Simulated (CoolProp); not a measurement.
Vapour-liquid equilibrium of R13 (1) + R11 (2) at -0.25 °C; x and y are mole fractions of (1).

The numbers come from the multi-fluid Helmholtz-energy mixture model, Platzer 1990 and Jacobsen 1992; pair parameters Bell 2016 in CoolProp. This equation is an older, rougher fit; its heat capacities, sound speeds and derivatives of the liquid may be far off and weren't checked against measurements.

```tsv
x	bubble pressure (MPa)	y at the bubble point	dew pressure at overall composition x (MPa)	liquid density (mol/L)
0.05	0.1768	0.775	0.04187	11.24
0.15	0.4263	0.907	0.04681	11.37
0.25	0.6444	0.940	0.05306	11.49
0.35	0.8350	0.955	0.06122	11.58
0.45	1.003	0.964	0.07235	11.65
0.55	1.156	0.970	0.08843	11.69
0.65	1.303	0.976	0.1137	11.67
0.75	1.453	0.981	0.1592	11.59
0.85	1.621	0.987	0.2648	11.40
0.95	1.828	0.995	0.7661	11.03
```

No azeotrope shows between x = 0.05 and 0.95.

Pair parameters are fitted to limited data, so mixtures are less certain than the pure fluids. The gap from Raoult's law changes sign with composition, which may be real or a fault of the pair parameters; it wasn't checked against measurements.
